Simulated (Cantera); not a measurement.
Input: 1 mol Cu2O, 13 mol H2, 16 mol N2, equilibrated at 727 °C and 285 Torr.

Method: chemical equilibrium by Gibbs-energy minimisation in Cantera with the NASA 1993 tables (ideal gas, pure condensed phases). Candidate condensed phases: Cu, CuO, Cu(OH)2, Cu2O, H2O; 27 gas species. The numbers say what is thermodynamically allowed, not how fast it happens.

Base state: N2 0.552, H2 0.414, H2O 0.0345, NH3 4.37e-5 (mole fractions); condensed: Cu(s).

Question: What changes in the equilibrium state with this change: temperature from 727 °C to 1577 °C?

Answer: 
```csv
species,before,after
N2,0.552,0.550
H2,0.414,0.412
H2O,0.0345,0.0344
Cu,<1e-9,0.00250
H,2.37e-9,0.000561
NH3,4.37e-5,1.97e-6
"Cu(s), mol",2.00,0
"Cu(l), mol",0,1.93
```

Question: What changes in the equilibrium state with this change: Cu2O replaced by Al2O3?

Answer: 
| species | before | after |
|---|---|---|
| N2 | 0.552 | 0.552 |
| H2 | 0.414 | 0.448 |
| NH3 | 4.37e-5 | 4.93e-5 |
| H2O | 0.0345 | 1.44e-7 |
| Cu(s), mol | 2.00 | 0 |
| Al2O3(s), mol | 0 | 1.000 |
Further candidate phases: Al, AlN, Al2O3.

Question: What changes in the equilibrium state with this change: Cu2O replaced by PbO?

Answer: 
| species | before | after |
|---|---|---|
| N2 | 0.552 | 0.552 |
| H2 | 0.414 | 0.414 |
| H2O | 0.0345 | 0.0345 |
| Pb | 0 | 4.26e-5 |
| NH3 | 4.37e-5 | 4.37e-5 |
| Cu(s), mol | 2.00 | 0 |
| Pb(l), mol | 0 | 0.999 |
Further candidate phases: Pb, PbO, PbO2, Pb3O4.
